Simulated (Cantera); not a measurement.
A perfectly stirred reactor is fed with H2 : O2 = 0.009 : 1 (molar parts), at 2670 Pa; it is held at 1425 K, and followed from long to short residence time.

Detailed kinetics in Cantera: the H2/O2 subset of GRI-Mech 3.0, which has no nitrogen chemistry. Radical loss at walls, strong at low pressure, is not modelled.

Problem. Predict: x(H2) at τ = 13.0 s; x(O2) at τ = 13.0 s; x(OH) at τ = 13.0 s; x(O) at τ = 13.0 s; x(HO2) at τ = 13.0 s; x(H2) at τ = 0.210 s; x(O2) at τ = 0.210 s; x(OH) at τ = 0.210 s; x(O) at τ = 0.210 s; x(HO2) at τ = 0.210 s.

Solution. 
```
Quantity                  Value
---------------------  --------
x(H2) at τ = 13.0 s     3.52e-6
x(O2) at τ = 13.0 s       0.991
x(OH) at τ = 13.0 s    0.000276
x(O) at τ = 13.0 s     0.000354
x(HO2) at τ = 13.0 s    1.02e-7
x(H2) at τ = 0.210 s    3.78e-5
x(O2) at τ = 0.210 s      0.987
x(OH) at τ = 0.210 s   0.000892
x(O) at τ = 0.210 s     0.00372
x(HO2) at τ = 0.210 s   4.54e-7
```
